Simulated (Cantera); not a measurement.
Cantera run, input and output.

```python
import numpy as np
import cantera as ct

gas = ct.Solution("gri30.yaml")
gas.TPX = 348, 101325, {'CH4': 0.78, 'C2H6': 0.038, 'C3H8': 0.37, 'O2': 2.85, 'N2': 10.7, 'H2O': 4.1}
flame = ct.FreeFlame(gas, width=0.04)
flame.set_refine_criteria(ratio=3, slope=0.08, curve=0.16)
flame.transport_model = "mixture-averaged"
flame.solve(loglevel=0, auto=True)
z, T = flame.grid, flame.T
thick = (T[-1] - T[0]) / np.gradient(T, z).max()
show = ['CH4', 'C2H6', 'C3H8', 'H', 'O2', 'C2H2']
print(f"laminar burning velocity  {flame.velocity[0] * 100:.3f} cm/s")
print(f"burnt temperature         {T[-1]:.1f} K")
print(f"thermal thickness         {thick * 1e3:.4f} mm")
print(f"grid points               {len(z)}")
z0 = z[flame.heat_release_rate.argmax()]
print(f"{'z/mm':>9s}{'T/K':>9s}{'u/(m/s)':>9s}" + "".join(f"{s:>11s}" for s in show))
rows = []
for k in (-3, -2, -1.5, -1, -0.5, -0.25, 0, 0.25, 0.5, 1, 2, 4, 8):
    zz = z0 + k * thick
    rows.append([k * thick, np.interp(zz, z, T), np.interp(zz, z, flame.velocity),
                 *(np.interp(zz, z, flame.X[gas.species_index(s)]) for s in show)])
    print(f"{rows[-1][0] * 1e3:9.3f}{rows[-1][1]:9.1f}{rows[-1][2]:9.3f}" + "".join(f"{x:11.3e}" for x in rows[-1][3:]))
```

It prints:

```
laminar burning velocity  12.554 cm/s
burnt temperature         1796.6 K
thermal thickness         1.1956 mm
grid points               140
     z/mm      T/K  u/(m/s)        CH4       C2H6       C3H8          H         O2       C2H2
   -3.587    348.3    0.126  4.130e-02  2.013e-03  1.960e-02  7.358e-19  1.509e-01  4.592e-08
   -2.391    352.8    0.128  4.099e-02  2.005e-03  1.953e-02  3.860e-16  1.500e-01  1.102e-06
   -1.793    374.4    0.137  4.022e-02  1.992e-03  1.941e-02  7.187e-14  1.478e-01  8.454e-06
   -1.196    500.1    0.185  3.682e-02  1.947e-03  1.874e-02  1.426e-10  1.372e-01  7.693e-05
   -0.598    936.8    0.354  2.545e-02  1.759e-03  1.251e-02  1.684e-06  9.631e-02  4.958e-04
   -0.299   1279.0    0.491  1.562e-02  1.322e-03  3.845e-03  5.460e-05  5.907e-02  1.011e-03
    0.000   1594.0    0.617  4.749e-03  1.487e-04  2.522e-05  7.580e-04  2.141e-02  1.578e-03
    0.299   1725.4    0.665  6.250e-04  2.338e-06  1.450e-09  1.745e-03  4.743e-03  5.958e-04
    0.598   1757.8    0.675  8.204e-05  4.247e-08  2.251e-12  1.945e-03  1.007e-03  1.414e-04
    1.196   1774.1    0.680  4.500e-06  1.357e-10  4.742e-16  1.579e-03  1.362e-04  1.459e-05
    2.391   1784.4    0.683  2.201e-07  3.029e-13  2.230e-19  1.020e-03  3.976e-05  8.397e-07
    4.782   1791.3    0.685  1.593e-08  2.757e-15  4.305e-22  5.575e-04  1.195e-05  4.707e-08
    9.565   1794.9    0.687  2.269e-09  1.336e-16  2.228e-24  2.721e-04  2.890e-06  4.241e-09
```

Model: GRI-Mech 3.0 (53 species, 325 reactions), integrated in Cantera. GRI-Mech 3.0 was tuned for natural gas; its chemistry of propane as a main component is partial and can be far from experiment. Burning velocities carry a grid error of a few per cent, more on coarse grids.
